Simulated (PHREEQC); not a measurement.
Solution (29 °C): 0.14 mol CaCl2, 3.2e-05 mol Na2SO4 and 0.00028 mol MgSO4 per kg of water. Closed to the air; pH follows from the charge balance.

Computed with PHREEQC (Pitzer model, pitzer.dat).

Precipitation was switched off in this run.

**Question.** Estimate the activity of water, density.

**Answer.** activity of water 0.994; density 1.009 g/cm³.
